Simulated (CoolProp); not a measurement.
A single-stage vapour-compression cycle with R236EA: evaporating at 277.15 K (dew point), condensing at 320.15 K (bubble point), superheat 5 K, subcooling 0 K, compressor efficiency 0.65, no pressure losses. Each further row changes one setting.

The numbers come from the reference Helmholtz-energy equation of state, Rui 2013 in CoolProp.

```csv
case,cooling COP,pressure ratio,discharge temperature (K),refrigerating effect (kJ/kg),volumetric capacity (kJ/m³)
as stated,3.33,4.50,328.4,116,727
evaporating temperature 282.15 K,…,3.67,327.6,…,909
condensing temperature 315.15 K,3.91,…,…,123,767
subcooling 5 K,…,4.50,328.4,123,767
superheat 15 K,3.42,4.50,338.9,125,749
compressor efficiency 0.55,…,4.50,…,116,727
```

Q: Complete the blanks.

A: 
- evaporating temperature 282.15 K, cooling COP: 3.95
- evaporating temperature 282.15 K, refrigerating effect (kJ/kg): 120
- condensing temperature 315.15 K, pressure ratio: 3.87
- condensing temperature 315.15 K, discharge temperature (K): 323.6
- subcooling 5 K, cooling COP: 3.52
- compressor efficiency 0.55, cooling COP: 2.82
- compressor efficiency 0.55, discharge temperature (K): 335.0
